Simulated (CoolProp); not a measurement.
Vapour pressure (MPa) of n-octane: the reference equation beside estimates from Tc = 568.7 K, pc = 2.484 MPa, ω = 0.398. Clausius-Clapeyron is anchored at 342.3 K with a constant enthalpy of vaporisation of 38.55 kJ/mol.

Computed with CoolProp (reference Helmholtz-energy equation of state, Beckmüller 2019).

```tsv
T (K)	reference	Lee-Kesler	Clausius-Clapeyron	van der Waals	Redlich-Kwong	Soave-Redlich-Kwong
330.1	0.009190	0.008908	0.009302	0.1776	0.03557	0.009010
342.3	0.01534	0.01497	0.01534	0.2196	0.05253	0.01509
354.4	0.02446	0.02402	0.02437	0.2675	0.07484	0.02414
366.6	0.03768	0.03723	0.03766	0.3224	0.1039	0.03732
378.8	0.05614	0.05577	0.05659	0.3844	0.1407	0.05580
391	0.08119	0.08101	0.08290	0.4538	0.1861	0.08097
403.2	0.1143	0.1145	0.1187	0.5310	0.2415	0.1144
415.4	0.1572	0.1579	0.1664	0.6162	0.3077	0.1578
427.6	0.2117	0.2130	0.2287	0.7099	0.3860	0.2131
439.7	0.2790	0.2810	0.3082	0.8113	0.4765	0.2817
```

Absolute difference from the reference over all 10 rows, mean and median: Lee-Kesler 1.1 and 0.7 %, Clausius-Clapeyron 3.3 and 1.7 %, van der Waals 704.0 and 521.8 %, Redlich-Kwong 155.1 and 139.9 %, Soave-Redlich-Kwong 0.9 and 0.8 %.
